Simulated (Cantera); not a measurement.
An adiabatic, constant-pressure homogeneous reactor starts with CH₄ : O₂ : N₂ = 1 : 2.56 : 9.64 (molar parts), at 1475 K and 34000 Pa.

Cantera simulation using GRI-Mech 3.0 (53 species, 325 reactions); the numbers are that mechanism's predictions, not measurements.

Task: Predict: time of steepest temperature rise; temperature at 3.00 s; equilibrium temperature; x(O₂) at 3.00 s; x(CO) at 3.00 s.

Result: 
```
Property                                                           Value
---------------------------------  -------------------------------------
time of steepest temperature rise                                3.19 ms
temperature at 3.00 s                                             2574 K
equilibrium temperature                                           2574 K
x(O₂) at 3.00 s                    0.0443 (gas-phase equilibrium 0.0443)
x(CO) at 3.00 s                    0.0226 (gas-phase equilibrium 0.0226)
```
